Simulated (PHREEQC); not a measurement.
## Copper plating or etch bath: speciation

Make-up at 25 °C and 300 atm: 0.002 mol/kgw Cu(BF4)2 and 0.079 mol/kgw Na2SO4. Closed to the air; pH follows from the charge balance.

Model: ion-association model, phreeqc.dat, run in PHREEQC.

Each row changes one thing in this solution. This is a speciation only: nothing precipitates in the calculation.

| case | pH | ionic strength (mol/kgw) | F- (mol/kgw) | HF (mol/kgw) | HF2- (mol/kgw) |
|---|---|---|---|---|---|
| as made | 3.13 | 0.212 | 0.00313 | 0.00197 | 2.08e-5 |
| temperature from 25 to 40 °C | 3.20 | 0.210 | 0.00341 | 0.00244 | 3.09e-5 |
| Cu(BF4)2 from 0.002 to 0.0002 mol/kgw | 3.54 | 0.210 | 0.00122 | 0.000303 | 1.26e-6 |
| diluted 2-fold with water | 3.16 | 0.111 | 0.00246 | 0.00160 | 1.34e-5 |
| Na2SO4 from 0.079 to 0.0711 mol/kgw | 3.13 | 0.193 | 0.00307 | 0.00199 | 2.07e-5 |
| Na2SO4 from 0.079 to 0.158 mol/kgw | 3.18 | 0.400 | 0.00348 | 0.00177 | 2.05e-5 |
| Cu(BF4)2 replaced by NH4F at the same molality | 6.45 | 0.211 | 0.00193 | 5.81e-7 | 3.78e-9 |
| Na2SO4 left out | 2.97 | 0.00707 | 0.00205 | 0.00253 | 1.78e-5 |
| temperature from 25 to 75 °C | 3.40 | 0.206 | 0.00434 | 0.00389 | 6.53e-5 |

Complexes and solids missing from the database can't appear. Under pressure, the constants of complexes without a molar volume in the database are unreliable. Away from 25 °C the constants follow the database's enthalpies or fits; those with neither stay at their 25 °C values. Real BF4- forms and hydrolyses slowly; the run takes it at equilibrium.
